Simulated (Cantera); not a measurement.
## Ignition delay

Mixture: CH4 : O2 : N2 : H2O = 1 : 2.44 : 6.83 : 1.6 (molar parts), equivalence ratio 0.82, at 0.691 atm, adiabatic and at constant pressure. Ignition delay is the time to a rise of 400 K.

Model: GRI-Mech 3.0 (53 species, 325 reactions), integrated in Cantera.

```json
[
 {"T0 (K)": "1075", "delay (ms)": "381"},
 {"T0 (K)": "1150", "delay (ms)": "121"},
 {"T0 (K)": "1225", "delay (ms)": "41.7"},
 {"T0 (K)": "1300", "delay (ms)": "15.4"},
 {"T0 (K)": "1375", "delay (ms)": "6.06"},
 {"T0 (K)": "1450", "delay (ms)": "2.55"}
]
```

```json
{
  "apparent activation energy between 1300 and 1450 K": "190 kJ/mol"
}
```
